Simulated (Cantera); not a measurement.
**Low-pressure radical oxidation in H2/O2**

A perfectly stirred reactor is fed with H₂ : O₂ = 0.054 : 1 (molar parts), equivalence ratio 0.027, at 2670 Pa; it is held at 1275 K, and followed from long to short residence time.

Detailed kinetics in Cantera: the H2/O2 subset of GRI-Mech 3.0, which has no nitrogen chemistry. Radical loss at walls, strong at low pressure, is not modelled. The temperature is held fixed by assumption; the heat of reaction is taken as removed at once.

| τ (s) | x H₂ | x O₂ | x HO₂ | x OH | x H₂O₂ | x O | x H |
|---|---|---|---|---|---|---|---|
| 5.9 | 3.24e-5 | 0.947 | 7.04e-7 | 0.000567 | 4.47e-8 | 0.000518 | 1.33e-5 |
| 1.3 | 8.28e-5 | 0.946 | 1.39e-6 | 0.000936 | 7.17e-8 | 0.00140 | 5.94e-5 |
| 0.27 | 0.000213 | 0.943 | 2.49e-6 | 0.00156 | 1.07e-7 | 0.00383 | 0.000270 |
| 0.057 | 0.000526 | 0.936 | 3.84e-6 | 0.00250 | 1.43e-7 | 0.00948 | 0.00108 |
| 0.012 | 0.00125 | 0.926 | 5.08e-6 | 0.00372 | 1.77e-7 | 0.0191 | 0.00331 |
| 0.0026 | 0.00314 | 0.917 | 5.88e-6 | 0.00509 | 2.26e-7 | 0.0262 | 0.00640 |
| 0.00056 | 0.00948 | 0.918 | 6.20e-6 | 0.00664 | 3.22e-7 | 0.0236 | 0.00820 |
| 0.00012 | 0.0305 | 0.933 | 5.14e-6 | 0.00546 | 2.65e-7 | 0.0106 | 0.00477 |
x: mole fraction; the columns are a selection and need not sum to one.
